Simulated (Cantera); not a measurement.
Charge: 1 mol SiHCl3, a varied amount of N2, equilibrated at 550 °C and 0.00120 bar.

Equilibrium computed with Cantera from the NASA thermochemical tables; the gas is ideal and each condensed phase is pure. Candidate condensed phases: NH4Cl, Si, Si3N4; 28 gas species. N2 is the only nitrogen source here; it is nearly inert below about 1500 K, so the nitride shown seldom forms there in practice. Equilibrium is a limit: real reactors are often held back by kinetics, nucleation or transport.

log p: log10 of the partial pressure in bar; n: condensed amount in mol.

```json
[
 {"n(N2) (mol)": "7.1", "log p N2": "-3.00", "log p HCl": "-3.93", "log p SiCl4": "-4.10", "log p H2": "-4.87", "log p SiHCl3": "-7.96", "log p SiCl3": "-8.49", "log p SiCl2": "-10.93", "n Si3N4(s)": "0.151"},
 {"n(N2) (mol)": "8.6", "log p N2": "-2.99", "log p HCl": "?", "log p SiCl4": "?", "log p H2": "?", "log p SiHCl3": "?", "log p SiCl3": "-8.55", "log p SiCl2": "-10.97", "n Si3N4(s)": "0.152"},
 {"n(N2) (mol)": "10", "log p N2": "-2.98", "log p HCl": "-4.05", "log p SiCl4": "-4.23", "log p H2": "-5.05", "log p SiHCl3": "-8.16", "log p SiCl3": "-8.60", "log p SiCl2": "-11.00", "n Si3N4(s)": "0.153"},
 {"n(N2) (mol)": "12", "log p N2": "-2.97", "log p HCl": "-4.11", "log p SiCl4": "-4.31", "log p H2": "-5.15", "log p SiHCl3": "-8.26", "log p SiCl3": "-8.65", "log p SiCl2": "-11.04", "n Si3N4(s)": "0.154"},
 {"n(N2) (mol)": "15", "log p N2": "-2.96", "log p HCl": "?", "log p SiCl4": "?", "log p H2": "?", "log p SiHCl3": "?", "log p SiCl3": "-8.72", "log p SiCl2": "-11.09", "n Si3N4(s)": "0.155"},
 {"n(N2) (mol)": "18", "log p N2": "-2.96", "log p HCl": "-4.27", "log p SiCl4": "-4.48", "log p H2": "-5.38", "log p SiHCl3": "-8.51", "log p SiCl3": "-8.78", "log p SiCl2": "-11.13", "n Si3N4(s)": "0.155"},
 {"n(N2) (mol)": "22", "log p N2": "-2.95", "log p HCl": "-4.34", "log p SiCl4": "-4.56", "log p H2": "-5.49", "log p SiHCl3": "-8.63", "log p SiCl3": "-8.84", "log p SiCl2": "-11.18", "n Si3N4(s)": "0.156"},
 {"n(N2) (mol)": "26", "log p N2": "-2.95", "log p HCl": "-4.41", "log p SiCl4": "-4.63", "log p H2": "-5.59", "log p SiHCl3": "-8.73", "log p SiCl3": "-8.90", "log p SiCl2": "-11.21", "n Si3N4(s)": "0.157"},
 {"n(N2) (mol)": "32", "log p N2": "-2.94", "log p HCl": "-4.49", "log p SiCl4": "-4.72", "log p H2": "-5.71", "log p SiHCl3": "-8.86", "log p SiCl3": "-8.97", "log p SiCl2": "-11.26", "n Si3N4(s)": "0.158"},
 {"n(N2) (mol)": "38", "log p N2": "-2.94", "log p HCl": "-4.56", "log p SiCl4": "-4.79", "log p H2": "-5.81", "log p SiHCl3": "-8.96", "log p SiCl3": "-9.02", "log p SiCl2": "-11.30", "n Si3N4(s)": "0.158"},
 {"n(N2) (mol)": "46", "log p N2": "-2.93", "log p HCl": "-4.64", "log p SiCl4": "-4.88", "log p H2": "-5.93", "log p SiHCl3": "-9.08", "log p SiCl3": "-9.08", "log p SiCl2": "-11.34", "n Si3N4(s)": "0.159"},
 {"n(N2) (mol)": "56", "log p N2": "-2.93", "log p HCl": "-4.72", "log p SiCl4": "-4.96", "log p H2": "-6.04", "log p SiHCl3": "-9.21", "log p SiCl3": "-9.15", "log p SiCl2": "-11.38", "n Si3N4(s)": "0.159"},
 {"n(N2) (mol)": "67", "log p N2": "-2.93", "log p HCl": "-4.79", "log p SiCl4": "-5.04", "log p H2": "-6.15", "log p SiHCl3": "-9.32", "log p SiCl3": "-9.21", "log p SiCl2": "-11.42", "n Si3N4(s)": "0.160"}
]
```

### Question
Fill in the missing entries.

### Answer

- 15, log p HCl: -4.20
- 15, log p SiCl4: -4.40
- 15, log p H2: -5.27
- 15, log p SiHCl3: -8.40
- 8.6, log p HCl: -3.99
- 8.6, log p SiCl4: -4.17
- 8.6, log p H2: -4.97
- 8.6, log p SiHCl3: -8.07
